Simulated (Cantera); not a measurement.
Feed: 1 mol MgO, 0.062 mol SO3, 0.045 mol H2O, at 0.0450 bar.

Cantera equilibrium calculation (NASA polynomials, part measured and part estimated; ideal gas, pure solids and liquids). Candidate condensed phases: H2O, H2SO4, Mg, MgO, Mg(OH)2, MgS, MgSO4, S; 26 gas species. Mutual solubility and eutectic melting of coexisting phases are not modelled. The numbers say what is thermodynamically allowed, not how fast it happens.

x: gas mole fraction; n: condensed amount in mol.

```csv
T (°C),x H2O,x SO2,x O2,x SO3,x OH,x O,x H2,n MgO(s),n MgSO4(s)
350,1.00,4.77e-11,3.47e-11,<1e-12,<1e-12,<1e-12,1.15e-12,0.938,0.0620
450,1.00,4.91e-8,2.45e-8,2.72e-10,8.27e-12,<1e-12,3.03e-11,0.938,0.0620
550,1.000,8.30e-6,4.15e-6,8.18e-8,7.89e-10,<1e-12,3.38e-10,0.938,0.0620
650,0.999,0.000451,0.000226,6.93e-6,2.80e-8,<1e-12,2.29e-9,0.938,0.0620
750,0.983,0.0110,0.00549,0.000240,4.88e-7,[?],1.07e-8,0.939,0.0615
850,0.773,0.148,0.0742,0.00430,4.55e-6,[?],3.07e-8,0.947,0.0531
950,0.328,0.442,0.221,0.00944,1.62e-5,[?],6.68e-8,1.00,0
1050,0.327,0.446,0.223,0.00467,5.43e-5,[?],4.23e-7,1.00,0
1150,0.326,0.447,0.224,0.00254,0.000154,[?],2.08e-6,1.00,0
1250,0.326,0.448,0.224,0.00150,0.000380,[?],8.32e-6,1.00,0
1350,0.326,0.448,0.224,0.000943,0.000838,[?],2.81e-5,1.00,0
1450,0.325,0.449,0.224,0.000627,0.00169,[?],8.25e-5,1.00,0
1550,0.324,0.448,0.223,0.000437,0.00314,[?],0.000215,1.00,0
1650,0.322,0.448,0.223,0.000315,0.00547,[?],0.000507,1.000,0
```

### Question
Some entries are withheld; supply them.

### Answer

- 750, x O: 1.09e-10
- 850, x O: 5.65e-9
- 950, x O: 8.95e-8
- 1050, x O: 5.92e-7
- 1150, x O: 3.00e-6
- 1250, x O: 1.23e-5
- 1350, x O: 4.24e-5
- 1450, x O: 0.000127
- 1550, x O: 0.000336
- 1650, x O: 0.000805
